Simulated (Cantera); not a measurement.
Charge: 1 mol FeS₂, 0.45 mol SO₂, 20 mol N₂, a varied amount of SO₃, at 1050 °C and 0.160 bar.

Equilibrium computed with Cantera from the NASA thermochemical tables; the gas is ideal and each condensed phase is pure. Candidate condensed phases: Fe, FeO, FeS, FeSO₄, FeS₂, Fe₂O₃, Fe₂(SO₄)₃, Fe₃O₄, S; 19 gas species. Metal and sulfide melt together well below either melting point, which pure phases cannot show. Mutual solubility and eutectic melting of coexisting phases are not modelled. The tables' stoichiometric FeO is somewhat more stable than real wüstite, so its field is too wide. FeO, FeS: taken at fixed stoichiometry. Kinetics and transport are ignored.

### Question
Which condensed phases are stable at each of these points (n(SO₃) (mol)): 0.15, 0.2, 0.27, 0.36, 0.48, 0.65, 0.87, 1.2, 1.6, 2.1, 2.8, 3.8?

### Answer
| n(SO₃) (mol) | condensed phases | Fe condensed (%) |
|---|---|---|
| 0.15 | FeS(s) | 100.0 |
| 0.2 | FeS(s) | 100.0 |
| 0.27 | FeS(s) | 100.0 |
| 0.36 | FeS(s) | 100.0 |
| 0.48 | FeS(s) | 100.0 |
| 0.65 | FeO(s) + FeS(s) | 100.0 |
| 0.87 | FeO(s) + FeS(s) | 100.0 |
| 1.2 | FeO(s) + FeS(s) | 100.0 |
| 1.6 | FeO(s) + FeS(s) | 100.0 |
| 2.1 | FeO(s) + FeS(s) | 100.0 |
| 2.8 | FeO(s) | 100.0 |
| 3.8 | Fe₃O₄(s) | 100.0 |

From 0.15 mol SO₃ to 0.48 mol SO₃ the condensed part is FeS(s). From 0.65 mol SO₃ to 2.1 mol SO₃ the condensed part is FeO(s) + FeS(s). At 2.8 mol SO₃ the condensed part is FeO(s). At 3.8 mol SO₃ the condensed part is Fe₃O₄(s).
